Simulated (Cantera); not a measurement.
What does this Cantera script print?

```python
import numpy as np
import cantera as ct

gas_names = """
    B BH BH2 BH3 BN B2 H H2 N NH NH2 NH3 N2 N2H2 N2H4
""".split()
cond_names = """
    B(b) B(L) BN(s)
""".split()


# ... load() reads the species with a 1 bar reference pressure and builds the phases ...
atoms = {
    'borazine': {'B': 3, 'N': 3, 'H': 6},
    'N2': {'N': 2},
    'H2': {'H': 2},
}
top_T = {'BN(s)': 3200}  # K; cautious upper limits of use, not melting points


# ... equilibrate(T, P, feed) seeds the gas with the atoms and calls Mixture.equilibrate('TP', solver="vcs", rtol=1e-11, max_steps=5000) ...
results = []
feed = {'borazine': 1, 'N2': 2.4, 'H2': 44}  # mol
T = 1250  # K
P = 75  # Pa
mix = equilibrate(T, P, feed)
results.append((T, P, feed, dict(zip(mix.species_names, mix.species_moles))))
x = sorted(zip(gas.X, gas.species_names), reverse=True)
print(f"T = {T:g} K  P = {P:g} Pa  gas = {mix.phase_moles(0):.4g} mol")
print("   x: " + "  ".join(f"{s} {v:.3e}" for v, s in x if v > 1e-05))
print("   condensed (mol): " + ("  ".join(f"{mix.phase(i).name} {mix.phase_moles(i):.4g}"
      for i in range(1, mix.n_phases) if mix.phase_moles(i) > 1e-12) or "none"))
```

Output:

```
T = 1250 K  P = 75 Pa  gas = 49.4 mol
   x: H2 9.514e-01  N2 4.858e-02  H 1.722e-05
   condensed (mol): BN(s) 3
```

These are equilibrium values from Cantera (NASA tables, ideal gas, pure condensed phases), not measurements of a reactor. The feed counts by its element totals alone.
